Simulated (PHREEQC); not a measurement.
A column of 0.1 m (30 cells, dispersivity 0.008 m, 60 s a shift, diffusion coefficient 3e-10 m²/s) holds 0.19 eq of the database's cation exchanger X per kg of pore water, first in equilibrium with 0.001 mol CdCl2 and 1e-05 mol HCl per kg of water. It is flushed with 0.064 mol/kgw BaCl2, 0.05 mol/kgw CaCl2 and 1e-05 mol/kgw HCl, at 15 °C. Values are for the last cell. No CO2 enters from the air. No solid was allowed to form.

Model: ion-association model, phreeqc.dat, run in PHREEQC.

### Question
Predict Ba in solution (mol/kgw), Ca in solution (mol/kgw), Cd in solution (mol/kgw), CdX2 on the exchanger (mol/kgw) at pore volumes = 1.483, 2.817, 3.083, 3.617, 3.883.

### Answer
| pore volumes | Ba in solution (mol/kgw) | Ca in solution (mol/kgw) | Cd in solution (mol/kgw) | CdX2 on the exchanger (mol/kgw) |
|---|---|---|---|---|
| 1.483 | 0.00206 | 0.00510 | 0.0942 | 0.0678 |
| 2.817 | 0.0615 | 0.0507 | 0.00156 | 0.000132 |
| 3.083 | 0.0627 | 0.0506 | 0.000664 | 5.55e-5 |
| 3.617 | 0.0636 | 0.0503 | 0.000123 | 1.02e-5 |
| 3.883 | 0.0637 | 0.0502 | 5.31e-5 | 4.39e-6 |
